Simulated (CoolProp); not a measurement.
Vapour-liquid equilibrium of propane (1) + cyclopropane (2) at 0.817 MPa; x and y are mole fractions of (1).

Values from CoolProp's multi-fluid Helmholtz-energy mixture model, Lemmon 2009 and Polt 1992; pair parameters Bell 2016. This equation is an older, rougher fit; its heat capacities, sound speeds and derivatives of the liquid may be far off and weren't checked against measurements.

```
x     bubble temperature, mixture model (°C)  bubble temperature, Raoult's law (°C)  y, mixture model  y, Raoult's law
----  --------------------------------------  -------------------------------------  ----------------  ---------------
0.05                                    28.4                                   28.9             0.072            0.064
0.15                                    26.5                                   27.8             0.203            0.188
0.25                                    24.8                                   26.7             0.318            0.304
0.35                                    23.3                                   25.6             0.422            0.414
0.45                                    22.1                                   24.5             0.516            0.518
0.55                                    21.1                                   23.5             0.604            0.617
0.65                                    20.3                                   22.5             0.689            0.710
0.75                                    19.7                                   21.5             0.773            0.799
0.85                                    19.3                                   20.5             0.859            0.882
0.95                                    19.1                                   19.6             0.951            0.962
```

The largest gap from Raoult's law is -2.4 K in bubble temperature, at x = 0.45. No azeotrope shows between x = 0.05 and 0.95.

The pair parameters rest on a limited set of measurements; away from them the model extrapolates.
